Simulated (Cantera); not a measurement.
What does this Cantera script print?

```python
import numpy as np
import cantera as ct

gas_names = """
    C CN CO CO2 C2 CCN CNC C2N2 C2O C3 C3O2 C4 C4N2 C5 Fe FeC5O5 FeO N NCO NO NO2 NO3 N2 N2O O O2 O3
""".split()
cond_names = """
    C(gr) Fe(a) Fe(c) Fe(d) Fe(L) FeC5O5(L) FeO(s) FeO(L) Fe2O3(s) Fe3O4(s)
""".split()


# ... load() reads the species with a 1 bar reference pressure and builds the phases ...
atoms = {
    'Fe2O3': {'Fe': 2, 'O': 3},
    'C': {'C': 1},
    'N2': {'N': 2},
}
top_T = {'C(gr)': 4500, 'Fe2O3(s)': 1830, 'Fe3O4(s)': 1870}  # K; cautious upper limits of use, not melting points


# ... equilibrate(T, P, feed) seeds the gas with the atoms and calls Mixture.equilibrate('TP', solver="vcs", rtol=1e-11, max_steps=5000) ...
results = []
feed = {'Fe2O3': 1, 'C': 0.78, 'N2': 0.16}  # mol
P = 45000  # Pa
for T in [1025, 1125, 1225, 1325, 1425, 1525, 1625, 1725, 1825]:
    mix = equilibrate(T, P, feed)
    results.append((T, P, feed, dict(zip(mix.species_names, mix.species_moles))))

top = {s: max(r[3][s] / sum(r[3][g] for g in gas_names) for r in results) for s in gas_names}
cols = sorted((s for s in top if top[s] > 1e-06), key=lambda s: -top[s])[:6]
seen = [c for c in cond_names if any(r[3].get(c, 0) > 1e-12 for r in results)]
print("log10 of partial pressures in bar; condensed amounts in mol")
print(f"{'T/K':>10s}" + "".join(f"{s[:9]:>10s}" for s in cols + seen))
for T, P, feed, n in results:
    ng = sum(n[g] for g in gas_names)
    print(f"{T:10.4g}" + "".join(f"{np.log10(max(n[s] / ng * P / 1e5, 1e-99)):10.3f}" for s in cols)
          + "".join(f"{n.get(c, 0):10.4g}" for c in seen))
```

Output:

```
log10 of partial pressures in bar; condensed amounts in mol
       T/K        CO       CO2        N2        Fe    FeO(s)    FeO(L)
      1025    -0.572    -0.977    -1.116   -13.512         2         0
      1125    -0.572    -0.977    -1.116   -11.731         2         0
      1225    -0.572    -0.977    -1.116   -10.246         2         0
      1325    -0.572    -0.977    -1.116    -8.992         2         0
      1425    -0.572    -0.977    -1.116    -7.918         2         0
      1525    -0.572    -0.977    -1.116    -6.989         2         0
      1625    -0.572    -0.977    -1.116    -6.179         2         0
      1725    -0.572    -0.977    -1.116    -5.499         0         2
      1825    -0.572    -0.977    -1.116    -4.907         0         2
```

Cantera equilibrium calculation (NASA polynomials, part measured and part estimated; ideal gas, pure solids and liquids). The tables' stoichiometric FeO is somewhat more stable than real wüstite, so its field is too wide. FeO: taken at fixed stoichiometry.
